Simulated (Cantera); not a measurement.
Mixture: 7.87 % CO, 2.20 % H₂, 4.56 % CH₄, 17.9 % O₂, 67.4 % N₂, at 1000000 Pa, adiabatic and at constant pressure. Ignition delay is the time to a rise of 400 K.

Cantera simulation using GRI-Mech 3.0 (53 species, 325 reactions); the numbers are that mechanism's predictions, not measurements. Below about 1000 K GRI-Mech 3.0 lacks low-temperature oxidation paths. Below about 950 K walls govern HO2 and H2O2 in real vessels.

Question: Predict: delay at 925 K; delay at 1000 K; delay at 1075 K; delay at 1150 K; delay at 1225 K; delay at 1300 K; delay at 1375 K; apparent activation energy between 1225 and 1375 K.

Answer: 
```json
{
 "delay at 925 K": "57.4 ms",
 "delay at 1000 K": "8.74 ms",
 "delay at 1075 K": "1.83 ms",
 "delay at 1150 K": "0.580 ms",
 "delay at 1225 K": "0.256 ms",
 "delay at 1300 K": "0.136 ms",
 "delay at 1375 K": "78.0 µs",
 "apparent activation energy between 1225 and 1375 K": "110 kJ/mol"
}
```
